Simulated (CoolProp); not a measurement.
Ethanol along the isotherm 545.8 K: Z from the reference equation and from simpler models built on Tc = 514.7 K, pc = 6.268 MPa, ω = 0.644; each cubic takes its own stable root.

Model: reference Helmholtz-energy equation of state, Schroeder 2014, in CoolProp.

```tsv
p (MPa)	phase	reference
1.31	gas	0.9514
2.61	gas	0.8985
3.92	gas	0.8385
5.22	gas	0.7688
6.53	supercritical	0.6817
7.83	supercritical	0.5658
9.14	supercritical	0.4212
10.4	supercritical	0.3347
11.8	supercritical	0.3183
13.1	supercritical	0.3243
14.4	supercritical	0.3370
15.7	supercritical	0.3528
```

Problem. How far does each simpler model (van der Waals, Redlich-Kwong, Soave-Redlich-Kwong) lie from the reference over these 12 states: mean and median of the absolute difference, and the worst?

Solution. 
- van der Waals: mean 19.9 %, median 14.9 %, worst +46.3 % at 545.8 K and 15.7 MPa
- Redlich-Kwong: mean 12.8 %, median 10.7 %, worst +24.2 % at 545.8 K and 15.7 MPa
- Soave-Redlich-Kwong: mean 16.7 %, median 9.0 %, worst +35.9 % at 545.8 K and 13.1 MPa
